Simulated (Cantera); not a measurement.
An adiabatic, constant-volume homogeneous reactor starts with H2 : O2 : N2 = 1 : 0.794 : 2.98 (molar parts), equivalence ratio 0.63, at 1275 K and 28.0 bar.

Computed with Cantera and the H2/O2 subset of GRI-Mech 3.0, which has no nitrogen chemistry. The hydrogen kinetics of GRI-Mech 3.0 are dated; newer H2 mechanisms differ, most at raised pressure. The pressure lies above the range GRI-Mech 3.0 was tuned for (to about 10 atm).

**Question.** Predict: time of steepest temperature rise; temperature at 0.200 s; equilibrium temperature; x(H2) at 0.200 s; x(O2) at 0.200 s; x(O) at 0.200 s; x(HO2) at 0.200 s; x(H2O2) at 0.200 s; x(H) at 0.200 s; x(H2O) at 0.200 s.

**Answer.** 
```json
{
  "time_of_steepest_temperature_rise": "35.0 µs",
  "temperature at 0.200 s": "2931 K",
  "equilibrium_temperature": "2931 K",
  "x(H2) at 0.200 s": "0.00401 (gas-phase equilibrium 0.00401)",
  "x(O2) at 0.200 s": "0.0644 (gas-phase equilibrium 0.0644)",
  "x(O) at 0.200 s": "0.00298 (gas-phase equilibrium 0.00298)",
  "x(HO2) at 0.200 s": "6.26e-5 (gas-phase equilibrium 6.26e-5)",
  "x(H2O2) at 0.200 s": "6.58e-6 (gas-phase equilibrium 6.58e-6)",
  "x(H) at 0.200 s": "0.00106 (gas-phase equilibrium 0.00106)",
  "x(H2O) at 0.200 s": "0.218 (gas-phase equilibrium 0.218)"
}
```
